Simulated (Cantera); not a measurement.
**Halide evaporation, hydrolysis and transport: CaF₂ + H₂O + N₂**

Input: 1 mol CaF₂, 14 mol H₂O, 0.56 mol N₂, equilibrated at 0.000160 bar.

These are equilibrium values from Cantera (NASA tables, ideal gas, pure condensed phases), not measurements of a reactor. Candidate condensed phases: Ca, CaF₂, CaO, Ca(OH)₂, H₂O; 47 gas species. Equilibrium is a limit: real reactors are often held back by kinetics, nucleation or transport.

```tsv
T (K)	x H₂O	x H	x H₂	x HF	x O₂	x OH	x O	x N₂	n CaO(s)
1423	0.833	2.08e-5	0.00157	0.128	0.000722	0.000240	2.86e-6	0.0360	0.998
1523	0.829	0.000115	0.00396	0.128	0.00180	0.000742	1.85e-5	0.0359	0.997
1623	0.821	0.000515	0.00889	0.127	0.00400	0.00199	9.51e-5	0.0358	0.994
1723	0.805	0.00194	0.0180	0.126	0.00806	0.00473	0.000404	0.0355	0.989
1823	0.774	0.00626	0.0334	0.123	0.0149	0.0101	0.00146	0.0350	0.980
1923	0.722	0.0177	0.0565	0.118	0.0253	0.0195	0.00455	0.0340	0.967
2023	0.636	0.0442	0.0866	0.111	0.0395	0.0338	0.0125	0.0323	0.940
2123	0.510	0.0975	0.118	0.0983	0.0558	0.0520	0.0304	0.0296	0.869
2223	0.348	0.187	0.137	0.0785	0.0698	0.0688	0.0653	0.0254	0.602
```
x: gas mole fraction; n: condensed amount in mol.

From 1423 K to 2223 K the condensed part is CaO(s). The main Ca-bearing gas is CaF₂ at 1423 K and Ca at 2223 K. The share of Ca in condensed phases is highest at 1423 K (99.8 %) and lowest at 2223 K (60.2 %).
